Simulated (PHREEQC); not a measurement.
# Arsenic or selenium liquor (model solution)

A solution holds 0.032 mol H2SeO3 and 0.24 mol H2SO4 per kg of water, at 5 °C. Closed to the air; pH follows from the charge balance.

Equilibrium calculation in PHREEQC: ion-association model, wateq4f.dat.

Precipitation was switched off in this run.

**Question.** Predict the pH, activity of water.

**Answer.** pH 0.66; activity of water 0.991.

**Question.** In which forms is S present?

**Answer.** HSO4- 84 %, SO4-2 16 % of the S.

Away from 25 °C the constants follow the database's enthalpies or fits; those with neither stay at their 25 °C values.
